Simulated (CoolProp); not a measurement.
Aqueous ethanol as a coolant, 4 % by mass, freezing at -1.6 °C, 1 atm.

Computed with CoolProp (Melinder's fits for secondary coolants).

| T (°C) | viscosity (mPa s) | density (kg/m³) | conductivity (W/(m K)) | cp (kJ/(kg K)) |
|---|---|---|---|---|
| 2.3 | 2.10 | 992.7 | 0.541 | 4.304 |
| 5.7 | 1.85 | 992.6 | 0.547 | 4.289 |
| 9 | 1.64 | 992.4 | 0.552 | 4.273 |
| 12.4 | 1.47 | 992.0 | 0.558 | 4.258 |
| 15.7 | 1.33 | 991.5 | 0.563 | 4.243 |
| 19.1 | 1.21 | 990.9 | 0.568 | 4.230 |
| 22.4 | 1.11 | 990.2 | 0.573 | 4.219 |
| 25.8 | 1.03 | 989.3 | 0.578 | 4.210 |
| 29.1 | 0.949 | 988.4 | 0.583 | 4.205 |
| 32.5 | 0.878 | 987.3 | 0.588 | 4.204 |
